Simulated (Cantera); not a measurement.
Low-pressure radical oxidation in H2/O2

An isothermal, constant-pressure homogeneous reactor starts with 0.843 % H2, 49.6 % O2, 49.6 % N2, at 1400 K and 0.0286 atm.

Detailed kinetics in Cantera: GRI-Mech 3.0 (53 species, 325 reactions). Radical loss at walls, strong at low pressure, is not modelled.

```csv
t (s),x H2,x O2,x N2O,x H,x NO2
4.00e-5,0.00843,0.496,<1e-12,3.88e-9,<1e-12
0.000131,0.00843,0.496,<1e-12,8.12e-9,<1e-12
0.000429,0.00843,0.496,<1e-12,4.93e-8,<1e-12
0.00141,0.00831,0.496,6.59e-12,1.01e-5,<1e-12
0.00461,5.90e-5,0.488,6.25e-9,0.000381,<1e-12
0.0151,4.87e-5,0.488,2.21e-8,0.000325,3.66e-12
0.0494,3.70e-5,0.490,3.15e-8,0.000212,1.30e-11
0.162,1.81e-5,0.492,3.56e-8,7.05e-5,3.52e-11
0.530,4.53e-6,0.493,4.02e-8,8.65e-6,7.88e-11
1.74,7.22e-7,0.494,3.94e-8,5.46e-7,1.42e-10
5.69,1.18e-7,0.494,2.57e-8,3.60e-8,2.83e-10
18.6,3.66e-8,0.494,9.37e-9,6.25e-9,6.30e-10
61.1,3.21e-8,0.494,7.44e-9,5.15e-9,7.20e-10
200,3.21e-8,0.494,7.44e-9,5.15e-9,7.94e-10
```
x: mole fraction; the columns are a selection and need not sum to one.

Equilibrium at this temperature and pressure: H2 3.21e-8, O2 0.493, N2O 7.62e-9, H 5.16e-9, NO2 1.71e-6 (gas phase only).
